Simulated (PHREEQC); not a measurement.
Make-up at 25 °C: 190 mmol/kgw CdSO4, 1.2 mmol/kgw H3BO3 and 75 mmol/kgw H2SO4. Closed to the air; pH follows from the charge balance.

Computed with PHREEQC (ion-association model, phreeqc.dat).

No solid was allowed to form.

Problem. Estimate the pH.

Solution. pH 1.26.

Problem. In which forms is Cd present?

Solution. Cd+2 46 %, CdSO4 37 %, Cd(SO4)2-2 17 % of the Cd.

Species that the database lacks are ignored.
